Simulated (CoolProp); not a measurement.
A single-stage vapour-compression cycle with C3F8 (R218): evaporating at 242.15 K (dew point), condensing at 309.15 K (bubble point), superheat 10 K, subcooling 0 K, compressor efficiency 0.8, no pressure losses. Each further row changes one setting.

The numbers come from the reference Helmholtz-energy equation of state, Lemmon 2006 in CoolProp. It is a short technical equation, of lower accuracy than the large ones.

```csv
case,cooling COP,pressure ratio,discharge temperature (K),refrigerating effect (kJ/kg),volumetric capacity (kJ/m³)
as stated,1.35,8.83,309.2,37.4,463
evaporating temperature 247.15 K,1.61,7.17,309.2,40.6,612
condensing temperature 304.15 K,1.65,7.78,304.1,43.5,538
subcooling 5 K,1.57,8.83,309.2,43.5,539
superheat 20 K,1.51,8.83,315.1,44.9,530
compressor efficiency 0.7,1.18,8.83,309.9,37.4,463
```

The compression ends wet for: as stated; evaporating temperature 247.15 K; condensing temperature 304.15 K; subcooling 5 K.
